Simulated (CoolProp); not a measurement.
Vapour-liquid equilibrium of benzene (1) + m-xylene (2) at 0.0361 MPa; x and y are mole fractions of (1).

Values from CoolProp's multi-fluid Helmholtz-energy mixture model, Thol 2012 and Zhou 2012; pair parameters Bell 2016.

```csv
x,"bubble temperature, mixture model (°C)","bubble temperature, Raoult's law (°C)","y, mixture model","y, Raoult's law"
0.05,[?],97.9,0.235,0.236
0.15,87.4,87.5,0.524,0.527
0.25,79.5,79.6,[?],0.691
0.35,73.2,73.2,[?],0.792
0.45,68.1,68.0,0.853,0.858
0.55,63.7,63.6,[?],0.904
0.65,60.0,59.9,[?],0.936
0.75,[?],56.6,0.959,0.961
0.85,53.7,53.7,0.978,0.979
0.95,51.1,51.1,0.994,0.994
```

### Question
Some entries are withheld; supply them.

### Answer

- 0.05, bubble temperature, mixture model (°C): 97.8
- 0.25, y, mixture model: 0.686
- 0.35, y, mixture model: 0.786
- 0.55, y, mixture model: 0.899
- 0.65, y, mixture model: 0.933
- 0.75, bubble temperature, mixture model (°C): 56.7

The largest gap from Raoult's law is -0.1 K in bubble temperature, at x = 0.15. No azeotrope shows between x = 0.05 and 0.95.

Pair parameters are fitted to limited data, so mixtures are less certain than the pure fluids.
